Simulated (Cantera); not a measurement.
Feed: 1 mol Si₃N₄, 0.71 mol CO₂, 5.3 mol H₂, 0.0091 mol H₂O, held at 34.0 Pa.

Method: chemical equilibrium by Gibbs-energy minimisation in Cantera with the NASA 1993 tables (ideal gas, pure condensed phases). Candidate condensed phases: C, C₆H₆, C₇H₈, C₈H₁₈, H₂O, Si, SiC, SiO₂, Si₂N₂O, Si₃N₄; 151 gas species. Mutual solubility and eutectic melting of coexisting phases are not modelled. Equilibrium is a limit: real reactors are often held back by kinetics, nucleation or transport.

**Question.** At 1223 K, list the 5 most abundant gas species with their mole fractions, and the condensed phases.

**Answer.** H₂ 0.901, N₂ 0.0980, CO 0.00120, HCN 2.84e-5, H 1.55e-5. Condensed: C(graphite) + SiC(s) + Si₂N₂O(s).
